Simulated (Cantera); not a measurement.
Feed: 1 mol Fe3O4, 0.56 mol CH4, 0.01 mol CO, held at 1923 K and 2.90 bar.

Equilibrium computed with Cantera from the NASA thermochemical tables; the gas is ideal and each condensed phase is pure. Candidate condensed phases: C, C6H6, C7H8, C8H18, Fe, Fe(CO)5, FeO, Fe(OH)2, Fe(OH)3, Fe2O3, Fe3O4, H2O; 114 gas species. The tables' stoichiometric FeO is somewhat more stable than real wüstite, so its field is too wide. FeO: taken at fixed stoichiometry. Equilibrium is a limit: real reactors are often held back by kinetics, nucleation or transport.

Base state: H2 0.438, CO 0.301, H2O 0.224, CO2 0.0359, H 0.000366, Fe(OH)2 6.18e-5, Fe 4.62e-5, OH 1.61e-5 (mole fractions); condensed: FeO(l).

Task: What changes in the equilibrium state with this change: Fe3O4 replaced by Ta2O5?

Result: 
| species | before | after |
|---|---|---|
| H2 | 0.438 | 0.727 |
| CO | 0.301 | 0.266 |
| H2O | 0.224 | 0.00589 |
| CO2 | 0.0359 | 0.000502 |
| Fe(OH)2 | 6.18e-5 | 0 |
| Fe | 4.62e-5 | 0 |
| CH4 | 8.04e-8 | 1.24e-5 |
| OH | 1.61e-5 | 3.29e-7 |
| H | 0.000366 | 0.000472 |
| FeO(l), mol | 3.00 | 0 |
| TaC(s), mol | 0 | 0.163 |
| Ta2O5(s), mol | 0 | 0.919 |
Mutual solubility and eutectic melting of coexisting phases are not modelled. TaC: taken at fixed stoichiometry. Condensed phases not in the tables: Ta2C. Further candidate phases: Ta, TaC, Ta2O5.
